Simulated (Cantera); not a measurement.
## Low-pressure radical oxidation in H2/O2

An isothermal, constant-pressure homogeneous reactor starts with H₂ : O₂ : H₂O = 0.038 : 1 : 0.0021 (molar parts), at 1423 K and 1.88 Torr.

Detailed kinetics in Cantera: GRI-Mech 3.0 (53 species, 325 reactions). Radical loss at walls, strong at low pressure, is not modelled. The temperature is held fixed by assumption; the heat of reaction is taken as removed at once.

| t (s) | x H₂ | x O₂ | x H₂O | x H₂O₂ | x OH |
|---|---|---|---|---|---|
| 0.000900 | 0.0365 | 0.961 | 0.00202 | 2.38e-10 | 2.96e-7 |
| 0.00228 | 0.0365 | 0.961 | 0.00203 | 1.39e-9 | 4.87e-6 |
| 0.00580 | 0.0304 | 0.956 | 0.00639 | 3.82e-9 | 0.00263 |
| 0.0147 | 0.000510 | 0.929 | 0.0340 | 7.13e-9 | 0.00488 |
| 0.0374 | 0.000495 | 0.929 | 0.0340 | 7.05e-9 | 0.00483 |
| 0.0949 | 0.000487 | 0.930 | 0.0341 | 7.02e-9 | 0.00479 |
| 0.241 | 0.000468 | 0.931 | 0.0343 | 6.96e-9 | 0.00470 |
| 0.611 | 0.000424 | 0.934 | 0.0347 | 6.80e-9 | 0.00448 |
| 1.55 | 0.000334 | 0.940 | 0.0356 | 6.36e-9 | 0.00399 |
| 3.94 | 0.000197 | 0.948 | 0.0369 | 5.33e-9 | 0.00308 |
| 10.0 | 7.47e-5 | 0.956 | 0.0381 | 3.55e-9 | 0.00190 |
x: mole fraction; the columns are a selection and need not sum to one.

Equilibrium at this temperature and pressure: H₂ 5.15e-7, O₂ 0.961, H₂O 0.0392, H₂O₂ 2.50e-10, OH 0.000159 (gas phase only).
